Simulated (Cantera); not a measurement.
Charge: 1 mol B2O3, 0.33 mol NH3, held at 0.133 bar.

Method: chemical equilibrium by Gibbs-energy minimisation in Cantera with the NASA 1993 tables (ideal gas, pure condensed phases). Candidate condensed phases: B, BN, B2O3, B3O3H3, H2O; 39 gas species. Rates play no part. All values below are at 2198 K.

Base state: B2O3 0.462, H2 0.196, HBO2 0.126, N2 0.0979, HBO 0.0534, B2O2 0.0304, BO 0.0224, H 0.00675 (mole fractions); condensed: gas only.

Question: What changes in the equilibrium state with this change: B2O3 replaced by B2H6?

Answer: 
```tsv
species	before	after
H2	0.196	0.971
H	0.00675	0.0150
N2	0.0979	0.0130
B2O3	0.462	0
HBO2	0.126	0
HBO	0.0534	0
B2O2	0.0304	0
BO	0.0224	0
BH2	5.90e-7	0.00127
H2O	0.00480	0
BO2	0.000729	0
OH	2.30e-5	0
BH3	4.14e-9	1.99e-5
B(s), mol	0	1.76
BN(s), mol	0	0.237
```
The feed counts by its element totals alone. Mutual solubility and eutectic melting of coexisting phases are not modelled. The tables' values for BH2 are old estimates; treat these amounts as uncertain. Gases not in the tables: B2H6 and higher boranes.
